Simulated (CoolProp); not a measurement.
Vapour pressure (MPa) of nitrogen: the reference equation beside estimates from Tc = -147.0 °C, pc = 3.396 MPa, ω = 0.037. Clausius-Clapeyron is anchored at -204.45 °C with a constant enthalpy of vaporisation of 5.870 kJ/mol.

Computed with CoolProp (reference Helmholtz-energy equation of state, Span 2000).

| T (°C) | reference | Clausius-Clapeyron | van der Waals | Redlich-Kwong | Soave-Redlich-Kwong | Peng-Robinson |
|---|---|---|---|---|---|---|
| -204.45 | 0.03173 | 0.03173 | 0.1643 | 0.02316 | 0.03099 | 0.03261 |
| -200.25 | 0.05788 | 0.05736 | 0.2362 | 0.04618 | 0.05686 | 0.05896 |
| -195.95 | 0.09949 | 0.09838 | 0.3297 | 0.08502 | ___ | 0.1007 |
| -191.75 | 0.1591 | 0.1577 | 0.4426 | 0.1431 | 0.1580 | 0.1604 |
| -187.55 | 0.2424 | 0.2413 | 0.5787 | 0.2264 | 0.2417 | 0.2436 |
| -183.35 | 0.3543 | 0.3549 | 0.7399 | 0.3406 | 0.3547 | 0.3556 |
| -179.05 | 0.5041 | ___ | 0.9327 | 0.4954 | 0.5065 | 0.5055 |
| -174.85 | 0.6904 | 0.7004 | 1.150 | 0.6889 | 0.6957 | 0.6923 |
| -170.65 | 0.9218 | 0.9401 | 1.396 | 0.9296 | 0.9310 | ___ |
| -166.45 | 1.204 | 1.233 | ___ | 1.222 | 1.218 | 1.209 |
| -162.15 | 1.553 | 1.593 | 1.991 | 1.581 | 1.572 | 1.560 |
| -157.95 | 1.958 | 2.009 | 2.334 | 1.994 | 1.982 | 1.969 |
| -153.75 | 2.436 | 2.492 | 2.711 | 2.473 | 2.460 | 2.449 |

Q: Some entries are withheld; supply them.

A: 
- -195.95, Soave-Redlich-Kwong: 0.09828
- -179.05, Clausius-Clapeyron: 0.5083
- -170.65, Peng-Robinson: 0.9249
- -166.45, van der Waals: 1.674

Absolute difference from the reference over all 13 rows, mean and median: Clausius-Clapeyron 1.4 and 1.1 %, van der Waals 129.5 and 85.0 %, Redlich-Kwong 7.1 and 1.8 %, Soave-Redlich-Kwong 1.0 and 1.0 %, Peng-Robinson 0.8 and 0.5 %.
